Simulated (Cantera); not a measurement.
A perfectly stirred reactor is fed with 0.355 % CO, 0.986 % O2, 0.0227 % H2O, 98.6 % N2, equivalence ratio 0.18, at 1.01 bar; it is held at 1225 K, and followed from long to short residence time.

Cantera simulation using GRI-Mech 3.0 (53 species, 325 reactions); the numbers are that mechanism's predictions, not measurements.

### Question
Predict: x(CO) at τ = 8.80 s; x(O2) at τ = 8.80 s; x(H2O) at τ = 8.80 s; x(OH) at τ = 8.80 s; x(O) at τ = 8.80 s; x(CO) at τ = 0.210 s; x(O2) at τ = 0.210 s; x(H2O) at τ = 0.210 s; x(OH) at τ = 0.210 s; x(O) at τ = 0.210 s.

### Answer
| Property | Value |
|---|---|
| x(CO) at τ = 8.80 s | 6.63e-5 |
| x(O2) at τ = 8.80 s | 0.00813 |
| x(H2O) at τ = 8.80 s | 0.000226 |
| x(OH) at τ = 8.80 s | 2.12e-6 |
| x(O) at τ = 8.80 s | 3.74e-6 |
| x(CO) at τ = 0.210 s | 0.000754 |
| x(O2) at τ = 0.210 s | 0.00846 |
| x(H2O) at τ = 0.210 s | 0.000222 |
| x(OH) at τ = 0.210 s | 6.08e-6 |
| x(O) at τ = 0.210 s | 3.88e-5 |
